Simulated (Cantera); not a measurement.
Input (Python, Cantera) and output of one run.

```python
import numpy as np
import cantera as ct

gas_names = """
    C CH CH2 CH3 CH4 C2 C2H C2H2,acetylene C2H2,vinylidene C2H3,vinyl C2H4 C2H5 C2H6 C3 C3H3,propargyl
    C3H4,allene C3H4,propyne C3H4,cyclo- C3H5,allyl C3H6,propylene C3H6,cyclo- C3H7,n-propyl
    C3H7,i-propyl C3H8 C4 C4H2 C4H4,1,3-cyclo- C4H6,butadiene C4H6,2-butyne C4H6,cyclo- C4H8,1-butene
    C4H8,cis2-buten C4H8,tr2-butene C4H8,isobutene C4H8,cyclo- C4H9,n-butyl C4H9,i-butyl C4H9,s-butyl
    C4H9,t-butyl C4H10,isobutane C4H10,n-butane C5 C5H6,1,3cyclo- C5H8,cyclo- C5H10,1-pentene
    C5H10,cyclo- C5H11,pentyl C5H11,t-pentyl C5H12,n-pentane C5H12,i-pentane CH3C(CH3)2CH3 C6H2
    C6H5,phenyl C6H6 C6H10,cyclo- C6H12,1-hexene C6H12,cyclo- C6H13,n-hexyl C7H7,benzyl C7H8
    C7H14,1-heptene C7H15,n-heptyl C7H16,n-heptane C8H8,styrene C8H10,ethylbenz C8H16,1-octene
    C8H17,n-octyl C8H18,isooctane C8H18,n-octane C9H19,n-nonyl C10H8,naphthale C10H21,n-decyl
    C12H9,o-bipheny C12H10,bipheny H H2 Ti
""".split()
cond_names = """
    C(gr) C6H6(L) C7H8(L) C8H18(L),n-octa Ti(a) Ti(b) Ti(L) TiC(s) TiC(L)
""".split()


def load(file, names, dense=False):
    # The tables refer to 1 bar. Condensed volumes are neglected.
    table = {s.name: s for s in ct.Species.list_from_file(file)}
    out = []
    for n in names:
        d = dict(table[n].input_data)
        d["thermo"] = dict(d["thermo"], **{"reference-pressure": 1e5})
        if dense:
            d["equation-of-state"] = {"model": "constant-volume", "density": "1e6 g/cm^3"}
        out.append(ct.Species.from_dict(d))
    return out


gas = ct.Solution(thermo="ideal-gas", species=load("nasa_gas.yaml", gas_names))
cond = {s.name: ct.Solution(thermo="fixed-stoichiometry", species=[s], name=s.name)
        for s in load("nasa_condensed.yaml", cond_names, dense=True)}
atoms = {
    'TiC': {'Ti': 1, 'C': 1},
    'H2': {'H': 2},
    'C': {'C': 1},
}
top_T = {'C(gr)': 4500}  # K; cautious upper limits of use, not melting points


def equilibrate(T, P, feed):
    n = {}
    for name, mol in feed.items():
        for a, k in atoms[name].items():
            n[a] = n.get(a, 0.0) + k * mol
    gas.TPX = T, P, n
    mass = sum(n.values()) * gas.mean_molecular_weight
    gas.equilibrate("TP")
    valid = [c for c in cond.values() if c.min_temp <= T <= top_T.get(c.name, c.max_temp)]
    mix = ct.Mixture([(gas, mass / gas.mean_molecular_weight)] + [(c, 0.0) for c in valid])
    mix.T, mix.P = T, P
    mix.equilibrate("TP", solver="vcs", rtol=1e-11, max_steps=5000)
    return mix


results = []
feed = {'TiC': 1, 'H2': 0.25, 'C': 0.18}  # mol
T = 1925  # K
P = 470000  # Pa
mix = equilibrate(T, P, feed)
results.append((T, P, feed, dict(zip(mix.species_names, mix.species_moles))))
x = sorted(zip(gas.X, gas.species_names), reverse=True)
print(f"T = {T:g} K  P = {P:g} Pa  gas = {mix.phase_moles(0):.4g} mol")
print("   x: " + "  ".join(f"{s} {v:.3e}" for v, s in x if v > 1e-06))
print("   condensed (mol): " + ("  ".join(f"{mix.phase(i).name} {mix.phase_moles(i):.4g}"
      for i in range(1, mix.n_phases) if mix.phase_moles(i) > 1e-12) or "none"))
```

It prints:

```
T = 1925 K  P = 470000 Pa  gas = 0.2494 mol
   x: H2 9.966e-01  CH4 2.439e-03  C2H2,acetylene 4.564e-04  H 4.402e-04  C2H4 2.227e-05  CH3 2.153e-05
   condensed (mol): C(gr) 0.1791  TiC(s) 1
```

These are equilibrium values from Cantera (NASA tables, ideal gas, pure condensed phases), not measurements of a reactor. TiC: taken at fixed stoichiometry.
